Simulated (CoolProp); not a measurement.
Vapour-liquid equilibrium of carbon dioxide (1) + hydrogen sulfide (2) at 2400 kPa; x and y are mole fractions of (1).

The numbers come from the multi-fluid Helmholtz-energy mixture model, Span 1996 and Lemmon 2006; pair parameters Kunz 2012 in CoolProp.

```json
[
 {"x": "0.05", "bubble temperature, mixture model (K)": "297.5", "bubble temperature, Raoult's law (K)": "301.1", "y, mixture model": "0.180", "y, Raoult's law": "0.143"},
 {"x": "0.2", "bubble temperature, mixture model (K)": "281.6", "bubble temperature, Raoult's law (K)": "290.4", "y, mixture model": "0.493", "y, Raoult's law": "0.447"},
 {"x": "0.35", "bubble temperature, mixture model (K)": "273.3", "bubble temperature, Raoult's law (K)": "282.1", "y, mixture model": "0.637", "y, Raoult's law": "0.640"},
 {"x": "0.5", "bubble temperature, mixture model (K)": "268.4", "bubble temperature, Raoult's law (K)": "275.4", "y, mixture model": "0.724", "y, Raoult's law": "0.770"},
 {"x": "0.65", "bubble temperature, mixture model (K)": "265.0", "bubble temperature, Raoult's law (K)": "269.8", "y, mixture model": "0.794", "y, Raoult's law": "0.864"},
 {"x": "0.8", "bubble temperature, mixture model (K)": "262.3", "bubble temperature, Raoult's law (K)": "265.1", "y, mixture model": "0.869", "y, Raoult's law": "0.933"},
 {"x": "0.95", "bubble temperature, mixture model (K)": "260.2", "bubble temperature, Raoult's law (K)": "261.0", "y, mixture model": "0.962", "y, Raoult's law": "0.985"}
]
```

The largest gap from Raoult's law is -8.8 K in bubble temperature, at x = 0.35. No azeotrope shows between x = 0.05 and 0.95.

The pair parameters rest on a limited set of measurements; away from them the model extrapolates.
